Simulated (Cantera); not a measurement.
An adiabatic, constant-pressure homogeneous reactor starts with H2 : O2 : N2 : H2O = 1 : 1.25 : 9.12 : 1.3 (molar parts), equivalence ratio 0.40, at 1725 K and 7500 Torr. Integrator tolerance rtol = 1e-08.

Detailed kinetics in Cantera: the H2/O2 subset of GRI-Mech 3.0, which has no nitrogen chemistry. The hydrogen kinetics of GRI-Mech 3.0 are dated; newer H2 mechanisms differ, most at raised pressure.

**Question.** What does this change do: constant volume in place of constant pressure?

**Answer.** 
```csv
quantity,before,after
time of steepest temperature rise,1.65 µs,1.64 µs
temperature at 1.00 s,2236 K,2343 K
equilibrium temperature,2236 K,2343 K
x(H2) at 1.00 s,0.000343 (gas-phase equilibrium 0.000343),0.000555 (gas-phase equilibrium 0.000555)
x(O2) at 1.00 s,0.0608 (gas-phase equilibrium 0.0608),0.0605 (gas-phase equilibrium 0.0605)
x(H2O) at 1.00 s,0.187 (gas-phase equilibrium 0.187),0.186 (gas-phase equilibrium 0.186)
x(H2O2) at 1.00 s,5.45e-7 (gas-phase equilibrium 5.45e-7),8.12e-7 (gas-phase equilibrium 8.12e-7)
x(H) at 1.00 s,4.05e-5 (gas-phase equilibrium 4.05e-5),7.90e-5 (gas-phase equilibrium 7.90e-5)
```

**Question.** What does this change do: initial temperature 1725 to 1250 K?

**Answer.** 
| quantity | before | after |
|---|---|---|
| time of steepest temperature rise | 1.65 µs | 0.180 ms |
| temperature at 1.00 s | 2236 K | 1797 K |
| equilibrium temperature | 2236 K | 1797 K |
| x(H2) at 1.00 s | 0.000343 (gas-phase equilibrium 0.000343) | 1.27e-5 (gas-phase equilibrium 1.27e-5) |
| x(O2) at 1.00 s | 0.0608 (gas-phase equilibrium 0.0608) | 0.0615 (gas-phase equilibrium 0.0615) |
| x(H2O) at 1.00 s | 0.187 (gas-phase equilibrium 0.187) | 0.189 (gas-phase equilibrium 0.189) |
| x(H2O2) at 1.00 s | 5.45e-7 (gas-phase equilibrium 5.45e-7) | 1.30e-7 (gas-phase equilibrium 1.30e-7) |
| x(H) at 1.00 s | 4.05e-5 (gas-phase equilibrium 4.05e-5) | 3.95e-7 (gas-phase equilibrium 3.95e-7) |

**Question.** What does this change do: N2 9.12 to 6.8 parts?

**Answer.** 
```tsv
quantity	before	after
time of steepest temperature rise	1.65 µs	1.37 µs
temperature at 1.00 s	2236 K	2333 K
equilibrium temperature	2236 K	2333 K
x(H2) at 1.00 s	0.000343 (gas-phase equilibrium 0.000343)	0.000669 (gas-phase equilibrium 0.000669)
x(O2) at 1.00 s	0.0608 (gas-phase equilibrium 0.0608)	0.0747 (gas-phase equilibrium 0.0747)
x(H2O) at 1.00 s	0.187 (gas-phase equilibrium 0.187)	0.230 (gas-phase equilibrium 0.230)
x(H2O2) at 1.00 s	5.45e-7 (gas-phase equilibrium 5.45e-7)	9.53e-7 (gas-phase equilibrium 9.53e-7)
x(H) at 1.00 s	4.05e-5 (gas-phase equilibrium 4.05e-5)	9.45e-5 (gas-phase equilibrium 9.45e-5)
```
